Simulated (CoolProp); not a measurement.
The numbers come from the reference Helmholtz-energy equation of state, Wagner 2002 in CoolProp.

Problem. For water, give the phase and the Z, Joule-Thomson coefficient (K/MPa) at 1000 K and 250 bar; 1000 K and 625 bar.

Solution. 
- 1000 K and 250 bar: supercritical; Z 0.936, Joule-Thomson coefficient 2.18
- 1000 K and 625 bar: supercritical; Z 0.854, Joule-Thomson coefficient 1.65
